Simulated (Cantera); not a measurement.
Feed: 1 mol Si, 1.9 mol NF₃, 0.16 mol H₂, at 1.20 mbar.

Method: chemical equilibrium by Gibbs-energy minimisation in Cantera with the NASA 1993 tables (ideal gas, pure condensed phases). Candidate condensed phases: Si, Si₃N₄; 37 gas species. Kinetics and transport are ignored.

### Question
At 998 K, list the 4 most abundant gas species with their mole fractions, and the condensed phases.

### Answer
F 0.352, SiF₄ 0.278, N₂ 0.264, HF 0.0891. Condensed: gas only.
